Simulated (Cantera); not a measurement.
**Equilibrium for boron, boron nitride and boron oxide: B2H6 + O2**

Charge: 1 mol B2H6, 4.6 mol O2, held at 21.0 mbar.

Method: chemical equilibrium by Gibbs-energy minimisation in Cantera with the NASA 1993 tables (ideal gas, pure condensed phases). Candidate condensed phases: B, B2O3, B3O3H3, H2O; 23 gas species. The feed counts by its element totals alone. Gases not in the tables: H3BO3. Kinetics and transport are ignored.

From 825 K to 1575 K the condensed part is B2O3(l). From 1725 K to 2025 K nothing is condensed.

```json
[
 {"T (K)": "825", "x H2O": "0.645", "x O2": "0.349", "x HBO2": "1.63e-6", "x B2O3": "<1e-12", "x OH": "1.38e-8", "x BO2": "<1e-12", "n B2O3(l)": "0.960"},
 {"T (K)": "975", "x H2O": "0.649", "x O2": "0.348", "x HBO2": "8.51e-5", "x B2O3": "4.67e-11", "x OH": "5.29e-7", "x BO2": "9.34e-11", "n B2O3(l)": "0.983"},
 {"T (K)": "1125", "x H2O": "0.650", "x O2": "0.348", "x HBO2": "0.00147", "x B2O3": "3.17e-8", "x OH": "7.67e-6", "x BO2": "2.25e-8", "n B2O3(l)": "0.988"},
 {"T (K)": "1275", "x H2O": "0.641", "x O2": "0.346", "x HBO2": "0.0125", "x B2O3": "4.38e-6", "x OH": "5.89e-5", "x BO2": "1.45e-6", "n B2O3(l)": "0.966"},
 {"T (K)": "1425", "x H2O": "0.598", "x O2": "0.337", "x HBO2": "0.0642", "x B2O3": "0.000205", "x OH": "0.000284", "x BO2": "3.79e-5", "n B2O3(l)": "0.844"},
 {"T (K)": "1575", "x H2O": "0.470", "x O2": "0.308", "x HBO2": "0.216", "x B2O3": "0.00444", "x OH": "0.000913", "x BO2": "0.000514", "n B2O3(l)": "0.416"},
 {"T (K)": "1725", "x H2O": "0.374", "x O2": "0.284", "x HBO2": "0.320", "x B2O3": "0.0173", "x OH": "0.00235", "x BO2": "0.00245", "n B2O3(l)": "0"},
 {"T (K)": "1875", "x H2O": "0.376", "x O2": "0.282", "x HBO2": "0.308", "x B2O3": "0.0213", "x OH": "0.00585", "x BO2": "0.00578", "n B2O3(l)": "0"},
 {"T (K)": "2025", "x H2O": "0.376", "x O2": "0.277", "x HBO2": "0.293", "x B2O3": "0.0247", "x OH": "0.0126", "x BO2": "0.0118", "n B2O3(l)": "0"}
]
```
x: gas mole fraction; n: condensed amount in mol.
